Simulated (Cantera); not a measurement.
An isothermal, constant-pressure homogeneous reactor starts with 18.9 % NO, 81.1 % N₂, at 2075 K and 338 Torr.

Model: GRI-Mech 3.0 (53 species, 325 reactions), integrated in Cantera.

x: mole fraction; the columns are a selection and need not sum to one.

```json
[
 {"t (s)": "2.00e-5", "x NO": "0.189", "x O₂": "1.14e-9", "x N₂": "0.811", "x N₂O": "6.18e-7", "x NO₂": "…"},
 {"t (s)": "6.65e-5", "x NO": "0.189", "x O₂": "1.26e-8", "x N₂": "0.811", "x N₂O": "1.97e-6", "x NO₂": "…"},
 {"t (s)": "0.000221", "x NO": "0.189", "x O₂": "1.46e-7", "x N₂": "0.811", "x N₂O": "5.76e-6", "x NO₂": "…"},
 {"t (s)": "0.000737", "x NO": "0.189", "x O₂": "2.08e-6", "x N₂": "0.811", "x N₂O": "1.29e-5", "x NO₂": "…"},
 {"t (s)": "0.00245", "x NO": "0.188", "x O₂": "3.61e-5", "x N₂": "0.811", "x N₂O": "1.72e-5", "x NO₂": "…"},
 {"t (s)": "0.00816", "x NO": "0.188", "x O₂": "0.000306", "x N₂": "0.812", "x N₂O": "1.71e-5", "x NO₂": "…"},
 {"t (s)": "0.0271", "x NO": "0.186", "x O₂": "0.00129", "x N₂": "0.813", "x N₂O": "1.67e-5", "x NO₂": "…"},
 {"t (s)": "0.0903", "x NO": "0.179", "x O₂": "0.00472", "x N₂": "0.816", "x N₂O": "1.53e-5", "x NO₂": "…"},
 {"t (s)": "0.301", "x NO": "0.155", "x O₂": "0.0167", "x N₂": "0.828", "x N₂O": "1.13e-5", "x NO₂": "4.77e-5"},
 {"t (s)": "1.00", "x NO": "0.0875", "x O₂": "0.0503", "x N₂": "0.862", "x N₂O": "3.60e-6", "x NO₂": "4.43e-5"}
]
```

Question: What belongs in the gaps?

Answer: 
- 2.00e-5, x NO₂: 1.66e-8
- 6.65e-5, x NO₂: 1.54e-7
- 0.000221, x NO₂: 1.09e-6
- 0.000737, x NO₂: 5.58e-6
- 0.00245, x NO₂: 1.87e-5
- 0.00816, x NO₂: 2.55e-5
- 0.0271, x NO₂: 2.82e-5
- 0.0903, x NO₂: 3.52e-5
